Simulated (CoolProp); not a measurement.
The fluid at 475.91 K and 0.654 MPa is throttled through a valve to 0.206 MPa with no heat exchange. The same conditions are run with several fluids, on thermodynamics alone (safety and materials aside).

Model: reference Helmholtz-energy equation of state of each fluid (hexamethyldisiloxane (MM): Thol 2016; sulfur dioxide: Gao 2016; carbon dioxide: Span 1996; water: Wagner 2002; R125: Lemmon 2005), in CoolProp.

```
fluid                      temperature change (K)  final density (kg/m³)
-------------------------  ----------------------  ---------------------
hexamethyldisiloxane (MM)                    -6.2                    [?]
sulfur dioxide                               -4.3                   3.39
carbon dioxide                               -1.6                    [?]
water                                         [?]                  0.971
R125                                         -1.6                    [?]
```

### Question
Some entries are withheld; supply them.

### Answer

- hexamethyldisiloxane (MM), final density (kg/m³): 9.08
- carbon dioxide, final density (kg/m³): 2.30
- water, temperature change (K): -11.0
- R125, final density (kg/m³): 6.31
